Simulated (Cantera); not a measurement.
Input: 1 mol SiF4, 0.16 mol O3, held at 2025 K and 2.70 mbar.

Cantera equilibrium calculation (NASA polynomials, part measured and part estimated; ideal gas, pure solids and liquids). Candidate condensed phases: Si, SiO2; 17 gas species. The tables' values for SiF3, SiO2 are old estimates; treat these amounts as uncertain. Rates play no part.

Base state: SiF4 0.797, O2 0.189, O 0.00676, F 0.00391, SiF3 0.00366, SiO 4.89e-5, SiO2 1.17e-5 (mole fractions); condensed: gas only.

### Question
What changes in the equilibrium state with this change: O3 from 0.16 to 0.43 mol?

### Answer
| species | before | after |
|---|---|---|
| SiF4 | 0.797 | 0.600 |
| O2 | 0.189 | 0.384 |
| O | 0.00676 | 0.00964 |
| SiO2 | 1.17e-5 | 2.77e-5 |
| SiO | 4.89e-5 | 8.09e-5 |
| SiF3 | 0.00366 | 0.00307 |
